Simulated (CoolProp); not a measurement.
Propylene at 356.49 K and 11.8 MPa flows at 0.093 m/s in a round tube of 12.7 mm bore and 45 µm roughness, fully developed (64/Re and Nu = 3.66 if laminar; Colebrook and Gnielinski if turbulent). Each further row changes one setting.

Values from CoolProp's reference Helmholtz-energy equation of state, Lemmon 2013.

```csv
case,Reynolds number,Darcy friction factor,pressure drop (Pa/m),heat-transfer coefficient (W/(m² K)),mass flow (kg/h)
as stated,7450,0.0378,5.72,314,18.8
velocity 0.186 m/s,14900,0.0336,20.3,614,37.7
diameter 25.4 mm,14900,0.0309,2.34,286,75.4
```

Viscosity comes from a separate model (Huber 2003), an estimate that may be off by 10 % or more. Thermal conductivity comes from a separate model (Huber 2003), an estimate that may be off by 10 % or more.
